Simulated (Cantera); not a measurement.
Source: NASA polynomial tables (part measured, part estimated), evaluated in Cantera. Values are per mole of reaction as written; species without (g) are pure solids or liquids, kept so even where they would boil at 1 bar.

2 AlCl₃(g) + 2 NO(g) ⇌ 6 Cl(g) + N₂O(g) + Al₂O(g)

```
T (K)  ΔH° (kJ)  ΔS° (J/K)  ΔG° (kJ)  log10 K
-----  --------  ---------  --------  -------
300           ?          ?         ?        ?
1498     1673.0      444.0    1007.8   -35.14
1598     1674.3      444.9     963.4   -31.49
1698     1675.7      445.7     918.9   -28.27
1798     1677.0      446.5     874.2   -25.40
1898          ?          ?         ?        ?
1998     1679.5      447.8     784.8   -20.52
2098     1680.7      448.4     740.0   -18.42
2198          ?          ?         ?        ?
2298          ?          ?         ?        ?
2398     1684.1      449.9     605.3   -13.18
```

Problem. Complete the blanks.

Solution. 
- 300, ΔH° (kJ): 1650.9
- 300, ΔS° (J/K): 413.1
- 300, ΔG° (kJ): 1527.0
- 300, log10 K: -265.86
- 1898, ΔH° (kJ): 1678.2
- 1898, ΔS° (J/K): 447.1
- 1898, ΔG° (kJ): 829.6
- 1898, log10 K: -22.83
- 2198, ΔH° (kJ): 1681.8
- 2198, ΔS° (J/K): 448.9
- 2198, ΔG° (kJ): 695.1
- 2198, log10 K: -16.52
- 2298, ΔH° (kJ): 1683.0
- 2298, ΔS° (J/K): 449.4
- 2298, ΔG° (kJ): 650.2
- 2298, log10 K: -14.78
